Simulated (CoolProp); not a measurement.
Vapour-liquid equilibrium of carbon dioxide (1) + n-butane (2) at -36.85 °C; x and y are mole fractions of (1).

Computed with CoolProp (multi-fluid Helmholtz-energy mixture model, Span 1996 and Bücker 2006; pair parameters Kunz 2012).

```json
[
 {"x": "0.05", "bubble pressure, mixture model (MPa)": "0.1511", "bubble pressure, Raoult's law (MPa)": "0.07519", "y, mixture model": "0.869", "y, Raoult's law": "0.749"},
 {"x": "0.125", "bubble pressure, mixture model (MPa)": "0.3369", "bubble pressure, Raoult's law (MPa)": "0.1582", "y, mixture model": "0.942", "y, Raoult's law": "0.890"},
 {"x": "0.2", "bubble pressure, mixture model (MPa)": "0.4945", "bubble pressure, Raoult's law (MPa)": "0.2411", "y, mixture model": "0.961", "y, Raoult's law": "0.934"},
 {"x": "0.275", "bubble pressure, mixture model (MPa)": "0.6177", "bubble pressure, Raoult's law (MPa)": "0.3241", "y, mixture model": "0.969", "y, Raoult's law": "0.956"},
 {"x": "0.35", "bubble pressure, mixture model (MPa)": "0.7083", "bubble pressure, Raoult's law (MPa)": "0.4071", "y, mixture model": "0.974", "y, Raoult's law": "0.968"},
 {"x": "0.425", "bubble pressure, mixture model (MPa)": "0.7728", "bubble pressure, Raoult's law (MPa)": "0.4900", "y, mixture model": "0.976", "y, Raoult's law": "0.977"},
 {"x": "0.5", "bubble pressure, mixture model (MPa)": "0.8195", "bubble pressure, Raoult's law (MPa)": "0.5730", "y, mixture model": "0.978", "y, Raoult's law": "0.983"},
 {"x": "0.575", "bubble pressure, mixture model (MPa)": "0.8558", "bubble pressure, Raoult's law (MPa)": "0.6560", "y, mixture model": "0.980", "y, Raoult's law": "0.987"},
 {"x": "0.65", "bubble pressure, mixture model (MPa)": "0.8884", "bubble pressure, Raoult's law (MPa)": "0.7389", "y, mixture model": "0.981", "y, Raoult's law": "0.991"},
 {"x": "0.725", "bubble pressure, mixture model (MPa)": "0.9224", "bubble pressure, Raoult's law (MPa)": "0.8219", "y, mixture model": "0.983", "y, Raoult's law": "0.993"},
 {"x": "0.8", "bubble pressure, mixture model (MPa)": "0.9618", "bubble pressure, Raoult's law (MPa)": "0.9049", "y, mixture model": "0.986", "y, Raoult's law": "0.996"},
 {"x": "0.875", "bubble pressure, mixture model (MPa)": "1.011", "bubble pressure, Raoult's law (MPa)": "0.9878", "y, mixture model": "0.989", "y, Raoult's law": "0.997"},
 {"x": "0.95", "bubble pressure, mixture model (MPa)": "1.073", "bubble pressure, Raoult's law (MPa)": "1.071", "y, mixture model": "0.995", "y, Raoult's law": "0.999"}
]
```

The largest gap from Raoult's law is +113.0 % in bubble pressure, at x = 0.125. No azeotrope shows between x = 0.05 and 0.95.

The pair parameters rest on a limited set of measurements; away from them the model extrapolates. With so large a gap from Raoult's law the liquid may split in two, which this calculation doesn't test in full.
